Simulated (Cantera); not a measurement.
Input (Python, Cantera):

```python
import numpy as np
import cantera as ct

gas = ct.Solution("SiF4_NH3_mec.yaml", "gas")
gas.TPX = 1650, 2666, {'NH3': 1, 'N2': 0.22}
inlet = ct.Reservoir(gas, clone=True)

reactor = ct.IdealGasConstPressureReactor(gas, energy="off", clone=False)
exhaust = ct.Reservoir(gas, clone=True)
tau = [4.6, 1.1, 0.27, 0.065, 0.016, 0.0038, 0.00091][0]
for a, b in ((inlet, reactor), (reactor, exhaust)):
    ct.MassFlowController(a, b, mdot=lambda t: reactor.mass / tau)
net = ct.ReactorNet([reactor])
show = ['NH3', 'N2H2', 'N', 'H2', 'NH', 'H', 'N2']

rows = []
print(f"{'tau/s':>10s}{'T/K':>9s}" + "".join(f"{s:>11s}" for s in show))
for tau in [4.6, 1.1, 0.27, 0.065, 0.016, 0.0038, 0.00091]:
    net.initial_time = 0.0
    net.advance(30 * tau)
    before = gas.X
    net.advance(40 * tau)
    drift = np.max(np.abs(gas.X - before) / (gas.X + 1e-9))
    rows.append([gas.T, *gas[show].X, drift])
    print(f"{tau:10.3e}{gas.T:9.1f}" + "".join(f"{x:11.3e}" for x in gas[show].X))
```

Output:

```
     tau/s      T/K        NH3       N2H2          N         H2         NH          H         N2
 4.600e+00   1650.0  7.033e-01  2.016e-06  3.687e-08  9.574e-02  1.263e-06  1.141e-05  2.007e-01
 1.100e+00   1650.0  7.885e-01  2.423e-06  1.386e-08  2.552e-02  1.032e-06  3.084e-06  1.857e-01
 2.700e-01   1650.0  8.124e-01  2.286e-06  3.204e-09  5.840e-03  7.777e-07  7.390e-07  1.815e-01
 6.500e-02   1650.0  8.184e-01  1.393e-06  4.794e-10  9.077e-04  4.924e-07  1.294e-07  1.805e-01
 1.600e-02   1650.0  8.195e-01  1.972e-07  3.465e-11  6.218e-05  1.065e-07  1.744e-08  1.803e-01
 3.800e-03   1650.0  8.196e-01  1.010e-08  3.043e-12  8.790e-06  7.590e-09  1.032e-08  1.803e-01
 9.100e-04   1650.0  8.197e-01  4.377e-10  6.143e-14  2.022e-06  3.667e-10  9.964e-09  1.803e-01
```

Model: the gas-phase N/H chemistry of the illustrative SiF4/NH3 mechanism in the Surface Chemkin manual (1991), integrated in Cantera. Walls and surfaces, which speed up NH3 decomposition in real reactors, are not modelled.
